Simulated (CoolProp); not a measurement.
Vapour-liquid equilibrium of R134a (1) + dimethyl ether (2) at 1.8 bar; x and y are mole fractions of (1).

Computed with CoolProp (multi-fluid Helmholtz-energy mixture model, Tillner-Roth 1994 and Wu 2011; pair parameters Bell 2016).

Give the bubble temperature and the first vapour's composition at x = 0.275, 0.8, 0.95. Is there an azeotrope?

x = 0.275: 263.6 K, y = 0.266; x = 0.8: 261.8 K, y = 0.837; x = 0.95: 260.8 K, y = 0.962. y crosses x between x = 0.275 and 0.35: the model has an azeotrope there.

Pair parameters are fitted to limited data, so mixtures are less certain than the pure fluids.
